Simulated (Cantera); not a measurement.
Feed: 1 mol c-C4F8, 0.1 mol CH4, 1 mol H2, held at 0.00950 bar.

These are equilibrium values from Cantera (NASA tables, ideal gas, pure condensed phases), not measurements of a reactor. Candidate condensed phases: C, C6H6, C7H8, C8H18; 95 gas species. The feed counts by its element totals alone. Gases not in the tables: C2F6 and larger saturated fluorocarbons. Rates play no part.

log p: log10 of the partial pressure in bar; n: condensed amount in mol.

```tsv
T (K)	log p HF	log p CF4	log p CF2	log p F	log p CF3	log p CF	n C(graphite)
1323	-2.22	-2.46	-6.90	-7.79	[?]	-12.36	2.70
1423	-2.22	-2.46	-6.12	-6.92	[?]	-11.02	2.70
1523	-2.22	-2.46	-5.45	-6.15	[?]	-9.85	2.70
1623	-2.22	-2.46	-4.86	-5.48	[?]	-8.82	2.70
1723	-2.22	-2.46	-4.34	-4.89	[?]	-7.92	2.69
1823	-2.23	-2.47	-3.89	-4.37	[?]	-7.12	2.68
1923	-2.23	-2.50	-3.49	-3.90	[?]	-6.41	2.64
2023	-2.25	-2.55	-3.15	-3.49	[?]	-5.78	2.58
```

Problem. Fill in the missing entries.

Solution. 
- 1323, log p CF3: -7.40
- 1423, log p CF3: -6.77
- 1523, log p CF3: -6.23
- 1623, log p CF3: -5.75
- 1723, log p CF3: -5.33
- 1823, log p CF3: -4.96
- 1923, log p CF3: -4.64
- 2023, log p CF3: -4.38
